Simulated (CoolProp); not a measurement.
The numbers come from the reference Helmholtz-energy equation of state, Wu 2012 in CoolProp.

Give the vapour pressure (bar), liquid density (kg/m³), enthalpy of vaporisation (kJ/kg), liquid cp (kJ/(kg K)) of saturated fluoroethane (R161) at 5.55, 21.55, 69.65 °C.


| T (°C) | p (bar) | liquid density (kg/m³) | enthalpy of vaporisation (kJ/kg) | liquid cp (kJ/(kg K)) |
|---|---|---|---|---|
| 5.55 | 5.22 | 749 | 371 | 2.16 |
| 21.55 | 8.40 | 718 | 346 | 2.27 |
| 69.65 | 26.6 | 589 | 240 | 2.91 |
